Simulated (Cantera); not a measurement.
A closed system holds: 1 mol C₂F₆, 0.59 mol Si, held at 2975 K and 0.820 bar.

Method: chemical equilibrium by Gibbs-energy minimisation in Cantera with the NASA 1993 tables (ideal gas, pure condensed phases). Candidate condensed phases: C, Si, SiC; 23 gas species. The feed counts by its element totals alone. The tables' values for SiF₃, C₂F₄, SiF₂ are old estimates; treat these amounts as uncertain. Gases not in the tables: C₂F₆ and larger saturated fluorocarbons. Rates play no part.

Base state: CF₂ 0.432, F 0.277, SiF₄ 0.211, CF 0.0305, CF₄ 0.0274, CF₃ 0.0166, SiF₃ 0.00440, C₃ 0.000291 (mole fractions); condensed: C(graphite).

Question: What changes in the equilibrium state with this change: Si from 0.59 to 0.008 mol?

Answer: 
```
species             before    after
----------------  --------  -------
CF₂                  0.432    0.458
F                    0.277    0.424
CF₄                 0.0274   0.0678
SiF₄                 0.211  0.00226
CF₃                 0.0166   0.0269
CF                  0.0305   0.0211
SiF₂               1.41e-5  6.51e-8
SiF₃               0.00440  3.09e-5
C₃                0.000291  2.72e-5
C(graphite), mol     0.607        0
```
The tables' values for C₂F₄, SiF₃ are old estimates; treat these amounts as uncertain.
